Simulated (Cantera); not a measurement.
Gas mixture: 23.1 % C₂H₂, 8.96 % N₂, 67.9 % CO, at 0.00500 bar, frozen composition.

Cantera's kinetic-theory transport with the Lennard-Jones parameters of GRI-Mech 3.0, ideal gas; thermal conductivity in the multicomponent form.

One state of this run: ρ (kg/m³) = 0.00276; cp (J/kg/K) = 1335; μ (µPa s) = 26.3; λ (mW/m/K) = 47.6; Pr = 0.739; D (cm²/s) CH₄ = 144; D (cm²/s) H₂O = 159; D (cm²/s) C₂H₂ = 115. D: mixture-averaged diffusion coefficient of that species in the mixture.

Q: Which value of T (K) does it belong to?
(A) 800
(B) 700
(C) 600
(D) 400

A: C, 600
